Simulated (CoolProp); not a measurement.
Saturation properties of octamethyltrisiloxane (MDM).

Model: reference Helmholtz-energy equation of state, Thol 2017, in CoolProp.

```csv
T (K),p (kPa),vapour density (kg/m³),enthalpy of vaporisation (kJ/kg),liquid cp (kJ/(kg K)),surface tension (mN/m)
364.8,14.56,1.156,178.2,1.948,10.9
369.8,17.62,1.384,176.2,1.961,…
374.7,21.11,1.642,174.2,1.974,10.1
379.7,25.23,1.943,172.2,…,9.70
384.6,29.87,2.279,170.2,2.000,9.33
389.5,35.17,…,168.2,2.013,8.96
394.5,41.32,3.100,166.1,2.027,8.58
399.4,48.15,3.586,164.1,2.040,8.22
404.4,56.02,4.142,161.9,2.053,7.86
409.3,64.68,4.751,…,…,7.51
414.3,74.56,5.444,157.6,2.080,7.16
419.2,85.36,6.200,155.5,2.094,6.82
424.1,97.33,7.037,…,2.108,6.48
429.1,110.9,7.982,151.0,2.122,6.14
```

Question: What belongs in the gaps?

Answer: 
- 369.8, surface tension (mN/m): 10.5
- 379.7, liquid cp (kJ/(kg K)): 1.987
- 389.5, vapour density (kg/m³): 2.660
- 409.3, enthalpy of vaporisation (kJ/kg): 159.8
- 409.3, liquid cp (kJ/(kg K)): 2.067
- 424.1, enthalpy of vaporisation (kJ/kg): 153.3

It boils at 425.6 K under 1 atm.

Surface tension comes from a separate correlation (Mulero 2014), older than this fluid's equation and unchecked against measurements.
